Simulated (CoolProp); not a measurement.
Vapour-liquid equilibrium of 1-butene (1) + n-butane (2) at -3.75 °C; x and y are mole fractions of (1).

Values from CoolProp's multi-fluid Helmholtz-energy mixture model, Lemmon 2005 and Bücker 2006; pair parameters Bell 2016.

```
x     bubble pressure, mixture model (bar)  bubble pressure, Raoult's law (bar)  y, mixture model  y, Raoult's law
----  ------------------------------------  -----------------------------------  ----------------  ---------------
0.05                                0.9057                               0.9049             0.062            0.062
0.2                                 0.9430                               0.9386             0.241            0.238
0.35                                0.9806                               0.9723             0.405            0.403
0.5                                  1.017                                1.006             0.557            0.556
0.65                                 1.051                                1.040             0.696            0.699
0.8                                  1.082                                1.073             0.828            0.833
0.95                                 1.110                                1.107             0.957            0.960
```

The largest gap from Raoult's law is +1.1 % in bubble pressure, at x = 0.65. No azeotrope shows between x = 0.05 and 0.95.

The pair parameters rest on a limited set of measurements; away from them the model extrapolates.
